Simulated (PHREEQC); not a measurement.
A made-up water analysis in mmol/kgw, 49 °C, pH 7.85, pe 0.9: Na 91.4; K 1.25; Ca 3.59; Mg 4.23; Cl 99.1; S(6) 3.86; Alkalinity (meq/kgw) 0.29; N(-3) 0.837; Br 0.0259.

Cl is adjusted to close the charge balance.
Valence states are taken as typed.

All values are PHREEQC results (ion-association model, phreeqc.dat), not measurements.

This is a speciation only: nothing precipitates in the calculation.

Question: Estimate the specific conductance.

Answer: specific conductance 17600 µS/cm.

Question: In which forms is Ca present?

Answer: Ca+2 94 %, CaSO4 6.2 % of the Ca.

Species that the database lacks are ignored. Away from 25 °C the constants follow the database's enthalpies or fits; those with neither stay at their 25 °C values.
